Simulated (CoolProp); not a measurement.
Properties of ethanol along the isotherm 620 K (Tc = 514.7 K, pc = 62.68 bar, ω = 0.644).

The numbers come from the reference Helmholtz-energy equation of state, Schroeder 2014 in CoolProp.

```csv
p (bar),phase,cv (kJ/(kg K)),Joule-Thomson coefficient (K/MPa),isothermal compressibility (1/MPa),fugacity coefficient
0.496,gas,2.220,4.299,20.18,0.9990
0.772,gas,2.221,4.300,12.97,0.9985
1.2,gas,2.223,4.301,8.353,0.9977
1.87,gas,2.225,4.303,5.367,0.9964
2.91,gas,?,4.306,3.456,0.9944
4.54,gas,2.235,4.310,2.222,0.9912
7.06,gas,2.245,4.317,1.436,0.9864
11,gas,2.260,4.328,0.9294,0.9788
17.1,gas,2.284,?,?,0.9671
26.7,gas,2.324,4.377,0.3964,?
41.5,gas,2.388,?,0.2648,0.9210
64.6,supercritical,?,4.548,0.1829,0.8776
101,supercritical,2.689,?,0.1366,0.8094
157,supercritical,2.950,3.565,0.09412,0.7065
```

### Question
Some entries are withheld; supply them.

### Answer

- 2.91, cv (kJ/(kg K)): 2.229
- 17.1, Joule-Thomson coefficient (K/MPa): 4.345
- 17.1, isothermal compressibility (1/MPa): 0.6056
- 26.7, fugacity coefficient: 0.9489
- 41.5, Joule-Thomson coefficient (K/MPa): 4.435
- 64.6, cv (kJ/(kg K)): 2.497
- 101, Joule-Thomson coefficient (K/MPa): 4.668
